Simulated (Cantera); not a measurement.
A freely propagating, adiabatic, planar premixed flame of H2 : O2 : N2 : H2O = 1 : 0.909 : 3.42 : 0.27 (molar parts), unburnt at 423 K and 0.128 atm; multicomponent+Soret transport, grid criteria slope 0.08 and curve 0.16, no radiation.

Computed with Cantera and the H2/O2 subset of GRI-Mech 3.0, which has no nitrogen chemistry. Burning velocities carry a grid error of a few per cent, more on coarse grids. Lean hydrogen flames are cellular in practice and burn faster than this planar one.

Task: Predict: laminar burning velocity; thermal thickness; peak x(HO2); peak x(H); peak x(OH).

Result: 
| Quantity | Result |
|---|---|
| laminar burning velocity | 148 cm/s |
| thermal thickness | 4.86 mm |
| peak x(HO2) | 0.000113 |
| peak x(H) | 0.0203 |
| peak x(OH) | 0.00723 |
